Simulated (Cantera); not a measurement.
A perfectly stirred reactor is fed with 48.3 % CH4, 46.9 % H2O, 4.83 % H2, at 975 Torr; it is held at 1650 K, and followed from long to short residence time.

Cantera simulation using GRI-Mech 3.0 (53 species, 325 reactions); the numbers are that mechanism's predictions, not measurements.

x: mole fraction; the columns are a selection and need not sum to one.

```tsv
τ (s)	x CH4	x H2O	x H2	x C2H	x C2H6	x CH2O	x OH
1.6	0.0532	0.174	0.589	(withheld)	1.89e-5	3.15e-7	7.90e-7
0.86	0.0646	0.210	0.553	(withheld)	2.74e-5	4.70e-7	9.70e-7
0.45	0.0806	0.250	0.511	4.02e-8	4.22e-5	7.30e-7	1.16e-6
0.24	0.102	0.286	0.468	4.36e-8	6.73e-5	1.12e-6	1.35e-6
0.12	0.134	0.322	0.417	4.43e-8	0.000117	1.76e-6	1.52e-6
0.065	0.170	0.350	0.369	4.21e-8	0.000195	2.56e-6	1.65e-6
0.034	0.217	0.375	0.315	(withheld)	0.000328	3.74e-6	1.78e-6
0.018	0.268	0.397	0.260	(withheld)	0.000527	5.29e-6	1.91e-6
0.0093	0.322	0.418	0.203	(withheld)	0.000815	7.27e-6	2.05e-6
```

Task: Fill in the missing entries.

Result: 
- 1.6, x C2H: 2.90e-8
- 0.86, x C2H: 3.48e-8
- 0.034, x C2H: 3.71e-8
- 0.018, x C2H: 3.05e-8
- 0.0093, x C2H: 2.26e-8
